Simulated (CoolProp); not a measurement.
Saturation properties of ethanol (Tc = 241.6 °C, pc = 6.268 MPa, ω = 0.644).

Computed with CoolProp (reference Helmholtz-energy equation of state, Schroeder 2014).

| T (°C) | p (MPa) | liquid density (kg/m³) | vapour density (kg/m³) | liquid conductivity (mW/(m K)) |
|---|---|---|---|---|
| 104.15 | 0.2580 | 709.4 | (withheld) | (withheld) |
| 112.65 | 0.3402 | 699.7 | 5.263 | 149 |
| 121.05 | 0.4411 | 689.5 | 6.772 | 148 |
| 129.55 | 0.5661 | 678.6 | 8.647 | 146 |
| 137.95 | 0.7157 | 667.1 | 10.90 | 145 |
| 146.45 | 0.8970 | 654.8 | 13.66 | 143 |
| 154.85 | 1.109 | 641.8 | 16.94 | 142 |
| 163.35 | 1.362 | 627.8 | (withheld) | 140 |
| 171.85 | 1.656 | 612.9 | 25.67 | 139 |
| 180.25 | 1.991 | 597.1 | 31.29 | 138 |
| 188.75 | 2.381 | 580.0 | 38.10 | 136 |
| 197.15 | 2.819 | 561.6 | 46.23 | 135 |
| 205.65 | 3.322 | 541.0 | 56.29 | 134 |

**Question.** Some entries are withheld; supply them.

**Answer.** 
- 104.15, vapour density (kg/m³): 4.030
- 104.15, liquid conductivity (mW/(m K)): 150
- 163.35, vapour density (kg/m³): 20.92

It boils at 78.4 °C under 1 atm.

Thermal conductivity comes from a separate model (Assael 2013).
